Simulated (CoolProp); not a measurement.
Vapour-liquid equilibrium of cyclohexane (1) + n-heptane (2) at 91.15 °C; x and y are mole fractions of (1).

Model: multi-fluid Helmholtz-energy mixture model, Zhou 2014 and Span 2003; pair parameters Bell 2016, in CoolProp.

Question: Give the bubble pressure and the first vapour's composition at x = 0.25, 0.65, 0.85. Is there an azeotrope?

Answer: x = 0.25: 0.09622 MPa, y = 0.359; x = 0.65: 0.1187 MPa, y = 0.751; x = 0.85: 0.1294 MPa, y = 0.900. No azeotrope shows between x = 0.05 and 0.95.

Pair parameters are fitted to limited data, so mixtures are less certain than the pure fluids.
